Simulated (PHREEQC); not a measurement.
Make-up at 20 °C: 0.00036 mol MgCl2 per kg of water. It is in equilibrium with CO2 at log p = -3.5 (atm). Otherwise closed; pH follows from the charge balance.

Computed with PHREEQC (ion-association model, phreeqc.dat).

No solid was allowed to form.

Q: Predict the pH.

A: pH 5.64.

Q: In which forms is C present?

A: CO2 84 %, HCO3- 16 % of the C.
